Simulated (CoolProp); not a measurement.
Vapour-liquid equilibrium of carbon dioxide (1) + R123 (2) at 269.5 K; x and y are mole fractions of (1).

Computed with CoolProp (multi-fluid Helmholtz-energy mixture model, Span 1996 and Younglove 1994; pair parameters Bell 2016).

**Question.** Give the bubble pressure and the first vapour's composition at x = 0.35, 0.5, 0.8. Is there an azeotrope?

**Answer.** x = 0.35: 8.061 bar, y = 0.971; x = 0.5: 12.20 bar, y = 0.983; x = 0.8: 22.95 bar, y = 0.995. No azeotrope shows between x = 0.05 and 0.95.

Pair parameters are fitted to limited data, so mixtures are less certain than the pure fluids.
